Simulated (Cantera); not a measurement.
**ZrO2 + H2 + N2 (hydrogen reduction and annealing atmospheres)**

Feed: 1 mol ZrO2, 340 mol H2, 15 mol N2, equilibrated at 133 Pa.

Cantera equilibrium calculation (NASA polynomials, part measured and part estimated; ideal gas, pure solids and liquids). Candidate condensed phases: H2O, Zr, ZrN, ZrO2; 28 gas species. Mutual solubility and eutectic melting of coexisting phases are not modelled. ZrN: taken at fixed stoichiometry. Condensed phases not in the tables: solid solutions among these carbides, nitrides and lower oxides. Kinetics and transport are ignored.

From 1102 °C to 1177 °C the condensed part is ZrN(s) + ZrO2(monoclinic). From 1252 °C to 1777 °C the condensed part is ZrN(s) + ZrO2(tetragonal). From 1852 °C to 1927 °C the condensed part is ZrO2(tetragonal).

| T (°C) | log p H2 | log p H | log p N2 | log p ZrO | log p H2O | n ZrN(s) | n ZrO2(monoclinic) | n ZrO2(tetragonal) |
|---|---|---|---|---|---|---|---|---|
| 1102 | -2.89 | -6.91 | -4.25 | <-14 | -8.87 | 0.000181 | 1.000 | 0 |
| 1177 | -2.89 | -6.47 | -4.25 | <-14 | -8.64 | 0.000302 | 1.000 | 0 |
| 1252 | -2.89 | -6.07 | -4.25 | <-14 | -8.45 | 0.000477 | 0 | 1.000 |
| 1327 | -2.89 | -5.71 | -4.25 | -13.79 | -8.27 | 0.000716 | 0 | 0.999 |
| 1402 | -2.90 | -5.38 | -4.25 | -12.63 | -8.11 | 0.00104 | 0 | 0.999 |
| 1477 | -2.90 | -5.08 | -4.25 | -11.56 | -7.96 | 0.00145 | 0 | 0.999 |
| 1552 | -2.90 | -4.81 | -4.25 | -10.59 | -7.83 | 0.00197 | 0 | 0.998 |
| 1627 | -2.90 | -4.55 | -4.25 | -9.69 | -7.71 | 0.00259 | 0 | 0.997 |
| 1702 | -2.91 | -4.32 | -4.26 | -8.86 | -7.60 | 0.00319 | 0 | 0.996 |
| 1777 | -2.92 | -4.10 | -4.26 | -8.09 | -7.51 | 0.00316 | 0 | 0.995 |
| 1852 | -2.94 | -3.91 | -4.27 | -7.40 | -7.41 | 0 | 0 | 0.989 |
| 1927 | -2.96 | -3.73 | -4.28 | -7.04 | -7.04 | 0 | 0 | 0.973 |
log p: log10 of the partial pressure in bar; n: condensed amount in mol.
